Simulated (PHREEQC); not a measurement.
A solution holds 5.7 mmol/kgw HBr, 0.069 mmol/kgw NaCl and 0.071 mmol/kgw KCl, at 22 °C. Closed to the air; pH follows from the charge balance.

Computed with PHREEQC (ion-association model, phreeqc.dat).

```
quantity             before  after
-------------------  ------  -----
pH                     2.28   2.10
SI of Sylvite (KCl)   -8.96  -8.97
SI of Halite (NaCl)   -9.65  -9.67
```

Q: Which change was made?
(A) HBr from 0.0057 to 0.00855 mol/kgw
(B) 0.0091 mol/kgw NH3 added
(C) diluted 5-fold with water
(D) KCl from 7.1e-05 to 3.55e-05 mol/kgw

A: A, HBr from 0.0057 to 0.00855 mol/kgw

Precipitation was switched off in this run.
